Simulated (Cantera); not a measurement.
Charge: 1 mol SiC, 0.73 mol O₂, 510 mol H₂, at 2048.15 K and 1 atm.

Cantera equilibrium calculation (NASA polynomials, part measured and part estimated; ideal gas, pure solids and liquids). Candidate condensed phases: C, C₆H₆, C₇H₈, C₈H₁₈, H₂O, Si, SiC, SiO₂; 123 gas species. Gases not in the tables: Si₂H₆ and higher silanes. Equilibrium is a limit: real reactors are often held back by kinetics, nucleation or transport.

Base state: H₂ 0.995, H 0.00222, CO 0.00147, SiO 0.00138, SiH₂ 8.54e-5, Si 4.62e-5, CH₄ 3.96e-5, SiH 2.82e-5 (mole fractions); condensed: SiC(s).

Task: What changes in the equilibrium state with this change: O₂ from 0.73 to 0.0035 mol?

Result: 
| species | before | after |
|---|---|---|
| H₂ | 0.995 | 0.998 |
| H | 0.00222 | 0.00222 |
| SiH₂ | 8.54e-5 | 5.95e-5 |
| CO | 0.00147 | 9.44e-6 |
| SiO | 0.00138 | 4.26e-6 |
| C₂H₂ (acetylene) | 1.16e-5 | 2.41e-5 |
| CH₄ | 3.96e-5 | 5.73e-5 |
| Si | 4.62e-5 | 3.21e-5 |
| SiC(s), mol | 0.211 | 0.939 |

Task: What changes in the equilibrium state with this change: temperature from 2048.15 K to 1523.15 K?

Result: 
```csv
species,before,after
H₂,0.995,0.999
CO,0.00147,0.000883
SiO,0.00138,0.000229
H,0.00222,2.30e-5
Si,4.62e-5,1.56e-9
SiH,2.82e-5,4.58e-9
"SiC(s), mol",0.211,0.441
"SiO₂(β-quartz), mol",0,0.442
```
Mutual solubility and eutectic melting of coexisting phases are not modelled. The tables hold silica as quartz up to 1696 K and as liquid above; real silica turns to tridymite and cristobalite and melts near 1996 K.

Task: What changes in the equilibrium state with this change: SiC replaced by Si₃N₄?

Result: 
| species | before | after |
|---|---|---|
| H₂ | 0.995 | 0.991 |
| N₂ | 0 | 0.00389 |
| SiO | 0.00138 | 0.00284 |
| CO | 0.00147 | 0 |
| CH₄ | 3.96e-5 | 0 |
| C₂H₂ (acetylene) | 1.16e-5 | 0 |
| Si | 4.62e-5 | 7.47e-5 |
| SiC(s), mol | 0.211 | 0 |
| Si(l), mol | 0 | 1.40 |
Further candidate phases: Si₂N₂O, Si₃N₄.
